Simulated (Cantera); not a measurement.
A perfectly stirred reactor is fed with 4.42 % CH4, 9.01 % O2, 86.6 % N2, equivalence ratio 0.98, at 0.320 bar; it is adiabatic with a 723 K inlet, and is followed from long to short residence time, starting on the burning branch (τ in s: 0.044, 0.021, 0.0098, 0.0046, 0.0022, 0.001, 0.00048, 0.00023, 0.00011, 5.1e-05, 2.4e-05).

Cantera simulation using GRI-Mech 3.0 (53 species, 325 reactions); the numbers are that mechanism's predictions, not measurements.

One state of this run: T (K) = 1419; x CH4 = 0.00145; x O2 = 0.0200; x CH3 = 0.000158; x CH2CO = 1.56e-6; x CH2O = 7.93e-5. x: mole fraction; the columns are a selection and need not sum to one.

Q: Which value of τ (s) does it belong to?
A) 0.0010
B) 0.00048
C) 0.021
D) 0.0046

A: A, 0.0010
